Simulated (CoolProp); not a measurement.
Properties of ethylene along the isobar 31.5 bar (Tc = 282.4 K, pc = 50.42 bar, ω = 0.087).

Values from CoolProp's reference Helmholtz-energy equation of state, Smukala 2000.

```tsv
T (K)	phase	cp (kJ/(kg K))	expansivity (1/kK)	fugacity coefficient
245.5	liquid	___	5.693	0.5357
264.1	gas	___	17.12	___
282.7	gas	2.307	8.930	0.7951
301.3	gas	2.064	6.540	0.8327
319.9	gas	1.980	5.309	0.8617
338.5	gas	1.958	4.536	0.8848
357.1	gas	___	3.996	0.9034
375.7	gas	___	3.593	0.9186
394.2	gas	2.029	3.280	0.9312
412.8	gas	2.072	3.024	0.9417
431.4	gas	2.118	2.813	0.9506
450	gas	2.167	2.633	0.9581
```

Question: Fill in the missing entries.

Answer: 
- 245.5, cp (kJ/(kg K)): 3.078
- 264.1, cp (kJ/(kg K)): 3.366
- 264.1, fugacity coefficient: 0.7439
- 357.1, cp (kJ/(kg K)): 1.967
- 375.7, cp (kJ/(kg K)): 1.993
